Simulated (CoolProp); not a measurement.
Vapour-liquid equilibrium of CH2F2 (R32) (1) + R1234yf (2) at 205 K; x and y are mole fractions of (1).

The numbers come from the multi-fluid Helmholtz-energy mixture model, Tillner-Roth 1997 and Lemmon 2022; pair parameters Bell 2023 in CoolProp.

**Question.** Give the bubble pressure and the first vapour's composition at x = 0.05, 0.425, 0.5. Is there an azeotrope?

**Answer.** x = 0.05: 15.55 kPa, y = 0.229; x = 0.425: 31.54 kPa, y = 0.743; x = 0.5: 33.37 kPa, y = 0.777. No azeotrope shows between x = 0.05 and 0.95.

The pair parameters rest on a limited set of measurements; away from them the model extrapolates.
